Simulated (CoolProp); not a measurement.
R236EA at 377.75 K and 0.124 MPa is throttled through a valve to 0.0211 MPa with no heat exchange. Each further row changes one setting.

Values from CoolProp's reference Helmholtz-energy equation of state, Rui 2013.

| case | temperature change (K) | final density (kg/m³) |
|---|---|---|
| as stated | -1.1 | 1.03 |
| outlet pressure 0.00633 MPa | -1.3 | 0.308 |
| outlet pressure 0.0274 MPa | -1.1 | 1.34 |
